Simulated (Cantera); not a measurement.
Input: 1 mol CaS, 0.14 mol H₂S, 0.053 mol H₂O, equilibrated at 1348 K and 525 Torr.

These are equilibrium values from Cantera (NASA tables, ideal gas, pure condensed phases), not measurements of a reactor. Candidate condensed phases: Ca, CaO, Ca(OH)₂, CaS, CaSO₄, H₂O, H₂SO₄, S; 25 gas species. Rates play no part.

Base state: H₂S 0.447, H₂O 0.246, H₂ 0.204, S₂ 0.101, SH 0.00119, SO₂ 0.000337, S₂O 0.000156, SO 3.25e-5 (mole fractions); condensed: CaS(s).

### Question
What changes in the equilibrium state with this change: pressure from 525 Torr to 2550 Torr?

### Answer
| species | before | after |
|---|---|---|
| H₂S | 0.447 | 0.540 |
| H₂O | 0.246 | 0.255 |
| H₂ | 0.204 | 0.137 |
| S₂ | 0.101 | 0.0674 |
| SO | 3.25e-5 | 1.87e-5 |
| SH | 0.00119 | 0.000795 |
| SO₂ | 0.000337 | 0.000300 |
| CaS(s), mol | 1.00 | 1.00 |
